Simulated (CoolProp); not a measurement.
CH2F2 (R32) at 313.58 K and 10.6 MPa flows at 0.2 m/s in a round tube of 10 mm bore and 0.25 µm roughness, fully developed (64/Re and Nu = 3.66 if laminar; Colebrook and Gnielinski if turbulent). Each further row changes one setting.

Model: reference Helmholtz-energy equation of state, Tillner-Roth 1997, in CoolProp.

```
case              Reynolds number  Darcy friction factor  pressure drop (Pa/m)  heat-transfer coefficient (W/(m² K))  mass flow (kg/h)
----------------  ---------------  ---------------------  --------------------  ------------------------------------  ----------------
as stated                   17400                 0.0268                  51.1                                   892              53.8
velocity 0.4 m/s            34800                 0.0228                   173                                  1580               108
diameter 20 mm              34800                 0.0227                  21.6                                   790               215
```

Viscosity comes from a separate model (Bell 2016), an estimate that may be off by 10 % or more. Thermal conductivity comes from a separate model (Huber 2003), an estimate that may be off by 10 % or more.
